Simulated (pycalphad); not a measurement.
**Effect of Si content in Sn-Si**

Computed with pycalphad from the COST 507 light-alloy database (1999), at 1 atm. The data set is of 1999 and partly superseded. Amounts are mole fractions of atoms.

| alloy | liquidus (K) | first solid | solidus (K) | phases at 950 K |
|---|---|---|---|---|
| Sn-36.35Si (at.%) | 1584 | DIAMOND_A4 | 505 | LIQUID 0.64, DIAMOND_A4 0.36 |
| Sn-54.53Si (at.%) | 1621 | DIAMOND_A4 | 505 | DIAMOND_A4 0.54, LIQUID 0.46 |
| Sn-72.7Si (at.%) | 1637 | DIAMOND_A4 | 505 | DIAMOND_A4 0.73, LIQUID 0.27 |

DIAMOND_A4 is diamond (Si).
